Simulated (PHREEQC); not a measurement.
Solution (25 °C): 0.005 mol HCl, 9.6e-05 mol ZnSO4 and 0.28 mol MgSO4 per kg of water. Closed to the air; pH follows from the charge balance.

The numbers come from PHREEQC with the ion-association model, phreeqc.dat.

Precipitation was switched off in this run.

**Question.** Order these Zn species by the share of Zn that they hold, largest first: Zn(SO4)2-2, ZnCl+, Zn+2, ZnSO4.

**Answer.** ZnSO4 (38 %), Zn+2 (34 %), Zn(SO4)2-2 (28 %), ZnCl+ (0.10 %)

The pH is 2.95 and the ionic strength 0.452 mol/kgw.
